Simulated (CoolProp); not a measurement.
Vapour-liquid equilibrium of nitrogen (1) + carbon monoxide (2) at 1830 kPa; x and y are mole fractions of (1).

Computed with CoolProp (multi-fluid Helmholtz-energy mixture model, Span 2000 and Lemmon 2006; pair parameters Gernert 2013).

| x | bubble temperature, mixture model (°C) | bubble temperature, Raoult's law (°C) | y, mixture model | y, Raoult's law |
|---|---|---|---|---|
| 0.05 | -154.0 | -153.9 | 0.060 | 0.066 |
| 0.125 | -154.5 | -154.4 | 0.148 | 0.161 |
| 0.2 | -155.0 | -154.9 | 0.233 | 0.251 |
| 0.275 | -155.5 | -155.3 | 0.315 | 0.338 |
| 0.35 | -155.9 | -155.8 | 0.394 | 0.420 |
| 0.425 | -156.4 | -156.2 | 0.471 | 0.499 |
| 0.5 | -156.8 | -156.6 | 0.545 | 0.574 |
| 0.575 | -157.3 | -157.0 | 0.617 | 0.646 |
| 0.65 | -157.7 | -157.4 | 0.687 | 0.715 |
| 0.725 | -158.0 | -157.8 | 0.756 | 0.781 |
| 0.8 | -158.4 | -158.2 | 0.823 | 0.844 |
| 0.875 | -158.7 | -158.6 | 0.890 | 0.905 |
| 0.95 | -159.0 | -159.0 | 0.956 | 0.963 |

The largest gap from Raoult's law is -0.3 K in bubble temperature, at x = 0.575. No azeotrope shows between x = 0.05 and 0.95.

The pair parameters rest on a limited set of measurements; away from them the model extrapolates.
